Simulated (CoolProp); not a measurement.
R123 at 293.15 K and 0.654 MPa is throttled through a valve to 0.28 MPa with no heat exchange. Each further row changes one setting.

Model: reference Helmholtz-energy equation of state, Younglove 1994, in CoolProp. It is a modified Benedict-Webb-Rubin equation, recast in Helmholtz form.

| case | temperature change (K) |
|---|---|
| as stated | +0.1 |
| outlet pressure 0.084 MPa | +0.2 |
| outlet pressure 0.364 MPa | +0.1 |
